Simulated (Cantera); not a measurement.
# Equilibrium for carbon deposition, reforming and gasification: C + NH3 + N2

A closed system holds: 1 mol C, 0.56 mol NH3, 17 mol N2, at 7.50 Torr.

Equilibrium computed with Cantera from the NASA thermochemical tables; the gas is ideal and each condensed phase is pure. Candidate condensed phases: C, C6H6, C7H8, C8H18; 92 gas species. Equilibrium is a limit: real reactors are often held back by kinetics, nucleation or transport.

From 850 °C to 2150 °C the condensed part is C(graphite). The main C-bearing gas is HCN throughout.

```tsv
T (°C)	log p N2	log p H2	log p H	log p HCN	log p HNC	log p CN	log p C2H2 (acetylene)	log p C2N2	n C(graphite)
850	-2.02	-3.33	-9.04	-7.20	-9.68	<-14	-10.99	<-14	1.000
950	-2.02	-3.33	-8.19	-6.70	-8.95	<-14	-10.14	-12.95	1.000
1050	-2.02	-3.33	-7.47	-6.27	-8.32	-13.09	-9.42	-11.94	0.999
1150	-2.02	-3.33	-6.84	-5.90	-7.79	-11.87	-8.80	-11.07	0.998
1250	-2.02	-3.34	-6.30	-5.58	-7.33	-10.82	-8.26	-10.32	0.995
1350	-2.02	-3.34	-5.83	-5.31	-6.92	-9.90	-7.79	-9.66	0.991
1450	-2.02	-3.34	-5.41	-5.06	-6.56	-9.08	-7.38	-9.07	0.984
1550	-2.02	-3.35	-5.04	-4.85	-6.25	-8.36	-7.02	-8.55	0.973
1650	-2.02	-3.36	-4.70	-4.66	-5.97	-7.71	-6.70	-8.09	0.957
1750	-2.02	-3.37	-4.41	-4.49	-5.72	-7.13	-6.42	-7.67	0.936
1850	-2.02	-3.40	-4.14	-4.34	-5.50	-6.60	-6.18	-7.29	0.909
1950	-2.02	-3.44	-3.91	-4.22	-5.31	-6.12	-5.97	-6.95	0.875
2050	-2.03	-3.50	-3.71	-4.12	-5.15	-5.69	-5.81	-6.63	0.837
2150	-2.03	-3.58	-3.54	-4.04	-5.01	-5.29	-5.69	-6.35	0.795
```
log p: log10 of the partial pressure in bar; n: condensed amount in mol.
